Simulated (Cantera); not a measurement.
Charge: 1 mol CaCl2, 9 mol O2, 240 mol N2, held at 5.20e-6 bar.

Equilibrium computed with Cantera from the NASA thermochemical tables; the gas is ideal and each condensed phase is pure. Candidate condensed phases: Ca, CaCl2, CaO; 17 gas species. Condensed phases not in the tables: oxide chlorides. Rates play no part.

Task: At 1325 °C, list the 5 most abundant gas species with their mole fractions, and the condensed phases.

Result: N2 0.957, O2 0.0333, Cl 0.00665, O 0.00113, NO 0.000842. Condensed: CaO(s).
